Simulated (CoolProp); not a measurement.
Vapour-liquid equilibrium of toluene (1) + n-decane (2) at 0.84 MPa; x and y are mole fractions of (1).

The numbers come from the multi-fluid Helmholtz-energy mixture model, Lemmon 2006 and Lemmon 2006; pair parameters Bell 2016 in CoolProp.

| x | bubble temperature (K) | y at the bubble point | dew temperature at overall composition x (K) | liquid density (mol/L) |
|---|---|---|---|---|
| 0.05 | 549.0 | 0.099 | 551.4 | 3.517 |
| 0.125 | 541.5 | 0.239 | 547.6 | 3.720 |
| 0.2 | 534.1 | 0.367 | 543.7 | 3.934 |
| 0.275 | 527.0 | 0.479 | 539.5 | 4.157 |
| 0.35 | 520.3 | 0.576 | 535.2 | 4.391 |
| 0.425 | 514.0 | 0.658 | 530.5 | 4.638 |
| 0.5 | 508.2 | 0.727 | 525.6 | 4.898 |
| 0.575 | 502.9 | 0.785 | 520.3 | 5.174 |
| 0.65 | 498.1 | 0.835 | 514.6 | 5.470 |
| 0.725 | 493.6 | 0.878 | 508.4 | 5.790 |
| 0.8 | 489.4 | 0.916 | 501.5 | 6.138 |
| 0.875 | 485.6 | 0.950 | 493.9 | 6.519 |
| 0.95 | 481.9 | 0.981 | 485.6 | 6.939 |

No azeotrope shows between x = 0.05 and 0.95.

Pair parameters are fitted to limited data, so mixtures are less certain than the pure fluids.
